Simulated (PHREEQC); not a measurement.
Dissolve 0.037 mol HF, 0.00087 mol NaF, 0.00012 mol (NH4)2SiF6 and 4.6e-05 mol H3PO4 per kg of water at 70 °C. Closed to the air; pH follows from the charge balance.

Equilibrium calculation in PHREEQC: ion-association model, wateq4f.dat.

Problem. The ionic strength comes out as 0.00430 mol/kgw. What activity coefficients do SiF6-2, Na+, HF2-, F-, H+ get?

Solution. SiF6-2 0.74, Na+ 0.93, HF2- 0.92, F- 0.92, H+ 0.93.

Precipitation was switched off in this run. H3PO4, which wateq4f.dat lacks, is added to it with the constant of phreeqc.dat. Constants without temperature data keep their 25 °C values here. SiF6-2 is the database's only silicon fluoride.
